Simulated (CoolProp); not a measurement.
Model: reference Helmholtz-energy equation of state, Akasaka 2020, in CoolProp.

Problem. For R1123, give the phase and the cp (kJ/(kg K)), speed of sound (m/s) at 276.7 K and 1.65 MPa.

Solution. 
- 276.7 K and 1.65 MPa: liquid; cp 1.50, speed of sound 486
